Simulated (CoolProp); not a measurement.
Saturation properties of octamethylcyclotetrasiloxane (D4).

The numbers come from the reference Helmholtz-energy equation of state, Thol 2015 in CoolProp.

```json
[
 {"T (K)": "355.2", "p (MPa)": "0.003968", "liquid density (kg/m³)": "884.6", "vapour density (kg/m³)": "(withheld)", "enthalpy of vaporisation (kJ/kg)": "165.0", "liquid cp (kJ/(kg K))": "1.777"},
 {"T (K)": "374.1", "p (MPa)": "0.009089", "liquid density (kg/m³)": "(withheld)", "vapour density (kg/m³)": "(withheld)", "enthalpy of vaporisation (kJ/kg)": "158.3", "liquid cp (kJ/(kg K))": "1.818"},
 {"T (K)": "393.1", "p (MPa)": "0.01882", "liquid density (kg/m³)": "838.7", "vapour density (kg/m³)": "(withheld)", "enthalpy of vaporisation (kJ/kg)": "151.6", "liquid cp (kJ/(kg K))": "1.861"},
 {"T (K)": "412", "p (MPa)": "0.03559", "liquid density (kg/m³)": "814.8", "vapour density (kg/m³)": "3.196", "enthalpy of vaporisation (kJ/kg)": "144.8", "liquid cp (kJ/(kg K))": "1.905"},
 {"T (K)": "430.9", "p (MPa)": "0.06262", "liquid density (kg/m³)": "790.0", "vapour density (kg/m³)": "5.480", "enthalpy of vaporisation (kJ/kg)": "137.8", "liquid cp (kJ/(kg K))": "1.951"},
 {"T (K)": "449.8", "p (MPa)": "(withheld)", "liquid density (kg/m³)": "764.1", "vapour density (kg/m³)": "(withheld)", "enthalpy of vaporisation (kJ/kg)": "130.5", "liquid cp (kJ/(kg K))": "1.999"},
 {"T (K)": "468.7", "p (MPa)": "0.1632", "liquid density (kg/m³)": "736.7", "vapour density (kg/m³)": "13.94", "enthalpy of vaporisation (kJ/kg)": "122.7", "liquid cp (kJ/(kg K))": "2.049"},
 {"T (K)": "487.6", "p (MPa)": "0.2461", "liquid density (kg/m³)": "(withheld)", "vapour density (kg/m³)": "21.11", "enthalpy of vaporisation (kJ/kg)": "114.3", "liquid cp (kJ/(kg K))": "2.103"}
]
```

### Question
What belongs in the gaps?

### Answer

- 355.2, vapour density (kg/m³): 0.4012
- 374.1, liquid density (kg/m³): 862.0
- 374.1, vapour density (kg/m³): 0.8778
- 393.1, vapour density (kg/m³): 1.746
- 449.8, p (MPa): 0.1037
- 449.8, vapour density (kg/m³): 8.922
- 487.6, liquid density (kg/m³): 707.2

It boils at 448.9 K under 1 atm.
